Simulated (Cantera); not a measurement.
Charge: 1 mol V, 11 mol H2O, 260 mol H2, 5.7 mol NH3, equilibrated at 1125 K and 1000 Pa.

Method: chemical equilibrium by Gibbs-energy minimisation in Cantera with the NASA 1993 tables (ideal gas, pure condensed phases). Candidate condensed phases: H2O, V, VN, VO, V2O3, V2O4, V2O5; 28 gas species. Condensed phases not in the tables: the oxides between V2O3 and V2O5 other than VO2. Rates play no part.

Base state: H2 0.956, H2O 0.0336, N2 0.0101 (mole fractions); condensed: V2O3(s).

Q: What changes in the equilibrium state with this change: temperature from 1125 K to 1973.15 K?

A: 
```json
[
 {"species": "H2", "before": "0.956", "after": "0.943"},
 {"species": "H2O", "before": "0.0336", "after": "0.0329"},
 {"species": "H", "before": "4.35e-7", "after": "0.0131"},
 {"species": "VO2", "before": "<1e-9", "after": "0.000987"},
 {"species": "N2", "before": "0.0101", "after": "0.0100"},
 {"species": "VO", "before": "<1e-9", "after": "0.000112"},
 {"species": "OH", "before": "<1e-9", "after": "4.35e-5"},
 {"species": "V2O3(s), mol", "before": "0.500", "after": "0.343"}
]
```

Q: What changes in the equilibrium state with this change: temperature from 1125 K to 2675 K?

A: 
```
species        before    after
------------  -------  -------
H2              0.956    0.572
H             4.35e-7    0.391
H2O            0.0336   0.0213
N2             0.0101  0.00804
VO2             <1e-9  0.00173
OH              <1e-9  0.00364
O               <1e-9  0.00159
V2O3(s), mol    0.500        0
```

Q: What changes in the equilibrium state with this change: temperature from 1125 K to 1725 K?

A: 
```
species        before    after
------------  -------  -------
H2              0.956    0.954
H2O            0.0336   0.0336
N2             0.0101   0.0101
H             4.35e-7  0.00181
VO2             <1e-9  1.68e-5
V2O3(s), mol    0.500    0.498
```
